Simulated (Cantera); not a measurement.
CF₄ + CH₄ (fluorocarbon and chlorocarbon gases)

Input: 1 mol CF₄, 0.0098 mol CH₄, held at 100000 Pa.

Equilibrium computed with Cantera from the NASA thermochemical tables; the gas is ideal and each condensed phase is pure. Candidate condensed phases: C, C₆H₆, C₇H₈, C₈H₁₈; 95 gas species. The tables' values for C₂F₄ are old estimates; treat these amounts as uncertain. Gases not in the tables: C₂F₆ and larger saturated fluorocarbons. Kinetics and transport are ignored.

From 2623 K to 3423 K nothing is condensed. The main C-bearing gas is CF₄ at 2623 K and CF₂ at 3423 K.

```
T (K)  log p F  log p CF₄  log p CF₂  log p CF  log p CF₃  log p HF  log p C₃
-----  -------  ---------  ---------  --------  ---------  --------  --------
2623     -0.73      -0.19      -0.96     -3.26      -1.59     -1.52     -9.12
2723     -0.53      -0.31      -0.81     -2.92      -1.51     -1.58     -8.45
2823     -0.38      -0.50      -0.68     -2.59      -1.49     -1.66     -7.68
2923     -0.28      -0.78      -0.59     -2.27      -1.53     -1.75     -6.81
3023     -0.22      -1.16      -0.54     -1.97      -1.64     -1.82     -5.88
3123     -0.20      -1.59      -0.53     -1.70      -1.81     -1.86     -4.96
3223     -0.19      -2.05      -0.55     -1.45      -2.00     -1.89     -4.10
3323     -0.18      -2.52      -0.59     -1.25      -2.21     -1.90     -3.35
3423     -0.17      -2.98      -0.67     -1.09      -2.44     -1.92     -2.76
```
log p: log10 of the partial pressure in bar; nothing condenses.
